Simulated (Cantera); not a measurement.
# Premixed flame

A freely propagating, adiabatic, planar premixed flame of 45.7 % H2, 11.4 % O2, 42.9 % N2, unburnt at 300 K and 0.580 bar; mixture-averaged transport, grid criteria slope 0.08 and curve 0.16, no radiation.

Model: the H2/O2 subset of GRI-Mech 3.0, which has no nitrogen chemistry, integrated in Cantera. Burning velocities carry a grid error of a few per cent, more on coarse grids.

| z (mm) | T (K) | u (m/s) | x H2 | x O2 | x O | x H2O | x HO2 | x OH |
|---|---|---|---|---|---|---|---|---|
| -2.01 | 300 | 2.92 | 0.457 | 0.114 | <1e-8 | <1e-8 | <1e-8 | <1e-8 |
| -1.34 | 300 | 2.92 | 0.457 | 0.114 | <1e-8 | <1e-8 | <1e-8 | <1e-8 |
| -1.00 | 300 | 2.92 | 0.457 | 0.114 | <1e-8 | <1e-8 | <1e-8 | <1e-8 |
| -0.669 | 300 | 2.92 | 0.457 | 0.114 | <1e-8 | 6.83e-8 | 1.88e-8 | <1e-8 |
| -0.335 | 315 | 3.05 | 0.453 | 0.115 | 8.42e-7 | 0.000180 | 5.47e-5 | 6.88e-6 |
| -0.167 | 574 | 5.40 | 0.423 | 0.110 | 0.000114 | 0.0172 | 0.000219 | 0.000903 |
| 0 | 989 | 9.02 | 0.349 | 0.0859 | 0.00139 | 0.0771 | 6.71e-5 | 0.000965 |
| 0.167 | 1285 | 11.6 | 0.260 | 0.0373 | 0.00315 | 0.171 | 2.46e-5 | 0.00234 |
| 0.335 | 1433 | 12.9 | 0.219 | 0.00931 | 0.00196 | 0.225 | 5.91e-6 | 0.00271 |
| 0.669 | 1551 | 13.9 | 0.212 | 0.000824 | 0.000906 | 0.243 | 4.94e-7 | 0.00289 |
| 1.34 | 1662 | 14.8 | 0.221 | 0.000343 | 0.000680 | 0.246 | 2.02e-7 | 0.00309 |
| 2.68 | 1770 | 15.6 | 0.230 | 0.000217 | 0.000450 | 0.248 | 1.28e-7 | 0.00296 |
| 5.35 | 1865 | 16.3 | 0.238 | 0.000116 | 0.000248 | 0.251 | 7.30e-8 | 0.00250 |
x: mole fraction of selected species; z is measured from the peak of heat release.

```
Item                         Value
------------------------  --------
laminar burning velocity  292 cm/s
thermal thickness         0.669 mm
peak x(O)                  0.00315
peak x(HO2)               0.000344
peak x(OH)                 0.00310
grid points                    135
```
